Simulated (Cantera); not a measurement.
Charge: 1 mol trisilylamine, 29 mol N2, 29 mol H2, at 1102 °C and 10.0 mbar.

These are equilibrium values from Cantera (NASA tables, ideal gas, pure condensed phases), not measurements of a reactor. Candidate condensed phases: Si, Si3N4; 18 gas species. The feed counts by its element totals alone. Rates play no part.

Base state: H2 0.549, N2 0.451, H 2.54e-5 (mole fractions); condensed: Si3N4(s).

### Question
What changes in the equilibrium state with this change: temperature from 1102 °C to 1525 °C?

### Answer
```tsv
species	before	after
H2	0.549	0.530
N2	0.451	0.467
H	2.54e-5	0.00256
Si	<1e-9	0.000308
SiH	<1e-9	2.58e-5
Si2N	<1e-9	1.51e-5
SiH2	1.13e-9	1.56e-5
Si3N4(s), mol	1.00	0
Si(l), mol	0	2.98
```
Gases not in the tables: Si2H6 and higher silanes.
